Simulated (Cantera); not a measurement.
What does this Cantera script print?

```python
import numpy as np
import cantera as ct

gas_names = """
    F F2 H HF H2 H2F2 H3F3 H4F4 H5F5 H6F6 H7F7 N NF NF2 NF3 NH NH2 NH3 N2 N2H2 N2H4 Pb PbF PbF2 PbF4 Pb2
""".split()
cond_names = """
    Pb(cr) Pb(L) PbF2(a) PbF2(b) PbF2(L)
""".split()


# ... load() reads the species with a 1 bar reference pressure and builds the phases ...
atoms = {
    'PbF2': {'Pb': 1, 'F': 2},
    'H2': {'H': 2},
    'N2': {'N': 2},
}
top_T = {}  # K; cautious upper limits of use, not melting points


# ... equilibrate(T, P, feed) seeds the gas with the atoms and calls Mixture.equilibrate('TP', solver="vcs", rtol=1e-11, max_steps=5000) ...
results = []
feed = {'PbF2': 1, 'H2': 3.8, 'N2': 150}  # mol
P = 480  # Pa
for T in [850, 900, 950, 1000, 1050, 1100, 1150, 1200]:
    mix = equilibrate(T, P, feed)
    results.append((T, P, feed, dict(zip(mix.species_names, mix.species_moles))))

top = {s: max(r[3][s] / sum(r[3][g] for g in gas_names) for r in results) for s in gas_names}
cols = sorted((s for s in top if top[s] > 0.001), key=lambda s: -top[s])[:8]
seen = [c for c in cond_names if any(r[3].get(c, 0) > 1e-12 for r in results)]
print("log10 of partial pressures in bar; condensed amounts in mol")
print(f"{'T/K':>10s}" + "".join(f"{s[:9]:>10s}" for s in cols + seen))
for T, P, feed, n in results:
    ng = sum(n[g] for g in gas_names)
    print(f"{T:10.4g}" + "".join(f"{np.log10(max(n[s] / ng * P / 1e5, 1e-99)):10.3f}" for s in cols)
          + "".join(f"{n.get(c, 0):10.4g}" for c in seen))
```

It prints:

```
log10 of partial pressures in bar; condensed amounts in mol
       T/K        N2        H2        HF        Pb     Pb(L)
       850    -2.332    -4.061    -4.208    -6.497    0.9897
       900    -2.333    -4.061    -4.208    -5.864    0.9558
       950    -2.333    -4.062    -4.208    -5.298    0.8375
      1000    -2.334    -4.063    -4.209    -4.791    0.4758
      1050    -2.335    -4.064    -4.210    -4.511         0
      1100    -2.335    -4.064    -4.210    -4.511         0
      1150    -2.335    -4.064    -4.210    -4.511         0
      1200    -2.335    -4.064    -4.210    -4.511         0
```

Cantera equilibrium calculation (NASA polynomials, part measured and part estimated; ideal gas, pure solids and liquids).
